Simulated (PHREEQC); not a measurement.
Consider water at 20 °C with 0.039 mol NH4HS, 0.17 mol NaCl and 0.0075 mol FeCl2 per kg of water. Closed to the air; pH follows from the charge balance.

Computed with PHREEQC (ion-association model, wateq4f.dat).

This is a speciation only: nothing precipitates in the calculation.

Task: Order these S species by the share of S that they hold, largest first: Fe(HS)2, HS-, H2S, Fe(HS)3-.

Result: HS- (46 %), Fe(HS)3- (38 %), Fe(HS)2 (13 %), H2S (3.0 %)

The pH is 8.02 and the ionic strength 0.208 mol/kgw. Examples of supersaturated solids here: Mackinawite, FeS(ppt). Others may be too. The polysulfide entries of wateq4f.dat were taken out for this run.
